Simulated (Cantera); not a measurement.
A perfectly stirred reactor is fed with CO : H2 : O2 : N2 = 1 : 0.052 : 1.12 : 10.9 (molar parts), at 2.20 bar; it is adiabatic with a 750 K inlet, and is followed from long to short residence time, starting on the burning branch (τ in s: 0.44, 0.18, 0.073, 0.03, 0.012, 0.0049, 0.002, 0.00083, 0.00034, 0.00014, 5.6e-05, 2.3e-05, 9.4e-06).

Model: GRI-Mech 3.0 (53 species, 325 reactions), integrated in Cantera. The hydrogen kinetics of GRI-Mech 3.0 are dated; newer H2 mechanisms differ, most at raised pressure.

Q: What does this change do: H2 0.052 to 0.038 parts?

A: 
```csv
quantity,before,after
"blow-out, bracketed by the residence times tried","burning at 4.90 ms, out at 2.00 ms","burning at 12.0 ms, out at 4.90 ms"
x(CO) at τ = 0.440 s,0.000559,0.000639
x(H2) at τ = 0.440 s,4.19e-6,3.41e-6
x(O2) at τ = 0.440 s,0.0476,0.0482
x(H2O2) at τ = 0.440 s,2.53e-8,2.17e-8
x(H2O) at τ = 0.440 s,0.00411,0.00300
x(CO) at τ = 2.00 ms,0.0765,0.0766
x(H2) at τ = 2.00 ms,0.00398,0.00291
x(O2) at τ = 2.00 ms,0.0857,0.0858
x(H2O2) at τ = 2.00 ms,<1e-12,<1e-12
x(H2O) at τ = 2.00 ms,1.07e-12,<1e-12
```
